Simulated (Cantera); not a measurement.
Input: 1 mol Pb, 0.3 mol NH3, 1.5 mol H2, at 450 °C and 13.3 mbar.

Equilibrium computed with Cantera from the NASA thermochemical tables; the gas is ideal and each condensed phase is pure. Candidate condensed phases: Pb; 11 gas species. Rates play no part.

Base state: H2 0.929, N2 0.0714, NH3 2.23e-5 (mole fractions); condensed: Pb(l).

**Question.** What changes in the equilibrium state with this change: temperature from 450 °C to 1252 °C?

**Answer.** 
```tsv
species	before	after
H2	0.929	0.629
Pb	2.34e-7	0.323
N2	0.0714	0.0484
H	<1e-9	0.000162
Pb2	<1e-9	2.18e-5
NH3	2.23e-5	8.41e-8
Pb(l), mol	1.00	0
```
